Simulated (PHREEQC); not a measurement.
Consider water at 20 °C with 0.243 mol MgCl2, 0.00019 mol CO2 and 0.016 mol KCl per kg of water. Closed to the air; pH follows from the charge balance.

All values are PHREEQC results (ion-association model, phreeqc.dat), not measurements.

| Property | Value |
|---|---|
| pH | 4.88 |
| ionic strength | 0.745 mol/kgw |
| activity of water | 0.987 |
| density | 1.018 g/cm³ |

```tsv
species	molality	activity	log γ
Cl-	0.502	0.315	-0.203
Mg+2	0.243	0.0710	-0.534
K+	0.0160	0.00991	-0.208
CO2	0.000172	0.000205	0.075
H+	1.76e-5	1.33e-5	-0.123
HCO3-	9.39e-6	6.31e-6	-0.173
MgHCO3+	8.24e-6	5.14e-6	-0.205
MgOH+	1.72e-8	1.21e-8	-0.154
MgCO3	1.06e-9	1.25e-9	0.075
```

No solid was allowed to form. The ionic strength is past about 0.7 mol/kgw, beyond the range of this activity model, so the values are rough.
